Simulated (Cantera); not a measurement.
A closed system holds: 1 mol CF4, 5.5 mol H2, held at 0.210 bar.

Equilibrium computed with Cantera from the NASA thermochemical tables; the gas is ideal and each condensed phase is pure. Candidate condensed phases: C, C6H6, C7H8, C8H18; 95 gas species. Rates play no part.

Q: At 3273 K, list the 5 most abundant gas species with their mole fractions, and the condensed phases.

A: HF 0.424, H 0.328, H2 0.194, C2H2 (acetylene) 0.0188, C3 0.0139. Condensed: gas only.
